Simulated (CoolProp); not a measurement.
Computed with CoolProp (reference Helmholtz-energy equation of state, Akasaka 2023).

Question: For R1336mzz(E), give the phase and the density (kg/m³), speed of sound (m/s), Joule-Thomson coefficient (K/MPa), expansivity (1/kK) at 11.95 °C and 320 kPa.

Answer: 
- 11.95 °C and 320 kPa: liquid; density 1360, speed of sound 627, Joule-Thomson coefficient -0.240, expansivity 2.10
